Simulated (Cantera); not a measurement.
## Thermodynamics of oxide etching and cleaning by halides, feed MgO + HBr

Input: 1 mol MgO, 7.2 mol HBr, at 0.0900 Torr.

These are equilibrium values from Cantera (NASA tables, ideal gas, pure condensed phases), not measurements of a reactor. Candidate condensed phases: Br₂, H₂O, Mg, MgBr₂, MgO, Mg(OH)₂; 20 gas species. Rates play no part.

```json
[
 {"T (°C)": "427", "x HBr": "0.998", "x Br": "2.08e-5", "x H₂": "4.77e-5", "x H₂O": "0.000820", "x MgBr₂": "0.000576", "x Mg": "<1e-12", "x H": "<1e-12", "x MgBr": "<1e-12", "n MgBr₂(s)": "0.00176", "n MgO(s)": "0.994"},
 {"T (°C)": "627", "x HBr": "0.983", "x Br": "0.00153", "x H₂": "0.000881", "x H₂O": "0.00738", "x MgBr₂": "0.00738", "x Mg": "<1e-12", "x H": "3.17e-10", "x MgBr": "5.34e-12", "n MgBr₂(s)": "0", "n MgO(s)": "0.947"},
 {"T (°C)": "827", "x HBr": "0.912", "x Br": "0.0178", "x H₂": "0.00904", "x H₂O": "0.0305", "x MgBr₂": "0.0305", "x Mg": "1.63e-12", "x H": "2.24e-7", "x MgBr": "1.81e-8", "n MgBr₂(s)": "0", "n MgO(s)": "0.779"},
 {"T (°C)": "1027", "x HBr": "0.736", "x Br": "0.0860", "x H₂": "0.0431", "x H₂O": "0.0675", "x MgBr₂": "0.0675", "x Mg": "1.33e-8", "x H": "2.10e-5", "x MgBr": "4.71e-6", "n MgBr₂(s)": "0", "n MgO(s)": "0.492"},
 {"T (°C)": "1227", "x HBr": "0.477", "x Br": "0.228", "x H₂": "0.114", "x H₂O": "0.0904", "x MgBr₂": "0.0902", "x Mg": "1.05e-5", "x H": "0.000542", "x MgBr": "0.000246", "n MgBr₂(s)": "0", "n MgO(s)": "0.265"},
 {"T (°C)": "1427", "x HBr": "0.246", "x Br": "0.392", "x H₂": "0.189", "x H₂O": "0.0832", "x MgBr₂": "0.0773", "x Mg": "0.00180", "x H": "0.00585", "x MgBr": "0.00425", "n MgBr₂(s)": "0", "n MgO(s)": "0.247"},
 {"T (°C)": "1627", "x HBr": "0.0975", "x Br": "0.507", "x H₂": "0.179", "x H₂O": "0.0914", "x MgBr₂": "0.0241", "x Mg": "0.0520", "x H": "0.0306", "x MgBr": "0.0168", "n MgBr₂(s)": "0", "n MgO(s)": "0"}
]
```
x: gas mole fraction; n: condensed amount in mol.

At 427 °C the condensed part is MgBr₂(s) + MgO(s). From 627 °C to 1427 °C the condensed part is MgO(s). At 1627 °C nothing is condensed. The main Mg-bearing gas is MgBr₂ at 427 °C and Mg at 1627 °C. The share of Mg in condensed phases is highest at 427 °C (99.6 %) and lowest at 1627 °C (0.0 %).
